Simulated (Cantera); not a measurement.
An adiabatic, constant-pressure homogeneous reactor starts with H₂ : O₂ : N₂ = 1 : 0.312 : 1.7 (molar parts), equivalence ratio 1.6, at 1023 K and 5700 Torr.

Computed with Cantera and the H2/O2 subset of GRI-Mech 3.0, which has no nitrogen chemistry. The hydrogen kinetics of GRI-Mech 3.0 are dated; newer H2 mechanisms differ, most at raised pressure.

x: mole fraction; the columns are a selection and need not sum to one.

```tsv
t (s)	T (K)	x H₂	x O₂	x HO₂	x O	x H	x H₂O₂
9.00e-6	1023	0.332	0.104	(withheld)	8.06e-12	1.06e-10	8.05e-11
2.78e-5	1023	0.332	0.104	(withheld)	8.96e-12	1.18e-10	7.86e-10
8.56e-5	1023	0.332	0.104	(withheld)	1.21e-11	1.59e-10	7.55e-9
0.000264	1023	0.332	0.104	(withheld)	2.58e-11	3.40e-10	7.37e-8
0.000814	1023	0.332	0.104	(withheld)	1.49e-10	1.96e-9	9.84e-7
0.00251	1024	0.332	0.103	(withheld)	4.49e-9	5.86e-8	5.52e-5
0.00774	2494	0.138	1.23e-5	2.37e-8	1.80e-5	0.00333	1.55e-8
0.0239	2494	0.138	1.23e-5	2.37e-8	1.80e-5	0.00333	1.55e-8
0.0736	2494	0.138	1.23e-5	2.37e-8	1.80e-5	0.00333	1.55e-8
0.227	2494	0.138	1.23e-5	2.37e-8	1.80e-5	0.00333	1.55e-8
0.700	2494	0.138	1.23e-5	2.37e-8	1.80e-5	0.00333	1.55e-8
```

**Question.** Fill in the missing entries.

**Answer.** 
- 9.00e-6, x HO₂: 7.17e-9
- 2.78e-5, x HO₂: 2.26e-8
- 8.56e-5, x HO₂: 7.23e-8
- 0.000264, x HO₂: 2.57e-7
- 0.000814, x HO₂: 1.62e-6
- 0.00251, x HO₂: 2.55e-5
